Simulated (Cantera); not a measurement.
An isothermal, constant-pressure homogeneous reactor starts with H2 : O2 : N2 = 1.2 : 6.9 : 18 (molar parts), at 1400 K and 0.132 atm.

Detailed kinetics in Cantera: the H2/O2 subset of GRI-Mech 3.0, which has no nitrogen chemistry. The temperature is held fixed by assumption; the heat of reaction is taken as removed at once.

One state of this run: x H2 = 1.44e-6; x O2 = 0.247; x O = 1.55e-5; x OH = 0.000126; x H = 1.89e-7; x H2O = 0.0470; x HO2 = 9.13e-8. x: mole fraction; the columns are a selection and need not sum to one.

Which value of t (s) does it belong to?
A. 6.00e-5
B. 0.839
C. 7.00
D. 0.101

D, 0.101
